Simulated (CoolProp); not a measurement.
The numbers come from the reference Helmholtz-energy equation of state, Guder 2009 in CoolProp.

Task: For sulfur hexafluoride, give the phase and the Z, cp (kJ/(kg K)), cv (kJ/(kg K)), speed of sound (m/s) at 254.4 K and 10 bar; 348.1 K and 10 bar.

Result: 
- 254.4 K and 10 bar: liquid; Z 0.0410, cp 0.941, cv 0.588, speed of sound 411
- 348.1 K and 10 bar: gas; Z 0.931, cp 0.768, cv 0.689, speed of sound 138
